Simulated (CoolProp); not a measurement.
Properties of nitrous oxide along the isotherm 404.4 K.

The numbers come from the reference Helmholtz-energy equation of state, Lemmon 2006 in CoolProp. It is a short technical equation, of lower accuracy than the large ones.

```tsv
p (MPa)	phase	speed of sound (m/s)	isothermal compressibility (1/MPa)	fugacity coefficient
1.29	gas	303.8	0.7955	0.9750
2.59	gas	[?]	0.4071	0.9503
3.88	gas	296.0	0.2794	0.9264
5.17	gas	292.5	[?]	0.9030
6.47	gas	289.2	0.1776	0.8799
7.76	supercritical	286.4	0.1524	0.8576
9.06	supercritical	284.1	0.1343	0.8357
10.3	supercritical	282.6	0.1211	0.8153
11.6	supercritical	281.8	0.1099	0.7946
12.9	supercritical	282.1	0.1003	0.7746
14.2	supercritical	283.6	0.09160	0.7554
15.5	supercritical	286.6	0.08343	0.7369
16.8	supercritical	291.1	0.07553	[?]
18.1	supercritical	297.1	0.06787	0.7027
```

Q: Complete the blanks.

A: 
- 2.59, speed of sound (m/s): 299.8
- 5.17, isothermal compressibility (1/MPa): 0.2158
- 16.8, fugacity coefficient: 0.7193
